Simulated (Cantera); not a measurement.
A closed system holds: 1 mol HgO, 1 mol H₂, 7.7 mol N₂, held at 327 °C and 1.90 bar.

Equilibrium computed with Cantera from the NASA thermochemical tables; the gas is ideal and each condensed phase is pure. Candidate condensed phases: H₂O, Hg, HgO; 25 gas species. Rates play no part.

Base state: N₂ 0.794, H₂O 0.103, Hg 0.103 (mole fractions); condensed: gas only.

Question: What changes in the equilibrium state with this change: HgO replaced by Pb?

Answer: 
```
species     before    after
----------  ------  -------
N₂           0.794    0.886
H₂           <1e-9    0.111
NH₃          <1e-9  0.00276
H₂O          0.103        0
Hg           0.103        0
Pb(s), mol       0     1.00
```
Further candidate phases: Pb.
